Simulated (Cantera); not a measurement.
Charge: 1 mol AlCl3, 2.8 mol HCl, a varied amount of H2, held at 1050 K and 89.0 Pa.

Equilibrium computed with Cantera from the NASA thermochemical tables; the gas is ideal and each condensed phase is pure. Candidate condensed phases: Al, AlCl3; 12 gas species. The tables' values for AlCl2 are old estimates; treat these amounts as uncertain. Equilibrium is a limit: real reactors are often held back by kinetics, nucleation or transport.

x: gas mole fraction; nothing condenses.

```
n(H2) (mol)   x H2   x HCl  x AlCl3  x AlCl2  x AlCl  x Al2Cl6
-----------  -----  ------  -------  -------  ------  --------
3.7          0.493   0.373    0.133  1.61e-5     [?]   8.16e-7
5.3          0.582   0.308    0.110  1.75e-5     [?]   5.54e-7
7.7          0.670   0.243   0.0869  1.87e-5     [?]   3.47e-7
11           0.743   0.189   0.0675  1.97e-5     [?]   2.09e-7
16           0.808   0.141   0.0505  2.06e-5     [?]   1.17e-7
23           0.858   0.104   0.0373  2.12e-5     [?]   6.38e-8
33           0.897  0.0761   0.0272  2.17e-5     [?]   3.38e-8
48           0.927  0.0541   0.0193  2.20e-5     [?]   1.71e-8
69           0.948  0.0385   0.0137  2.22e-5     [?]   8.63e-9
100          0.963  0.0270  0.00961  2.24e-5     [?]   4.24e-9
```

Task: Complete the blanks.

Result: 
- 3.7, x AlCl: 1.75e-7
- 5.3, x AlCl: 2.51e-7
- 7.7, x AlCl: 3.65e-7
- 11, x AlCl: 5.21e-7
- 16, x AlCl: 7.58e-7
- 23, x AlCl: 1.09e-6
- 33, x AlCl: 1.56e-6
- 48, x AlCl: 2.27e-6
- 69, x AlCl: 3.26e-6
- 100, x AlCl: 4.72e-6
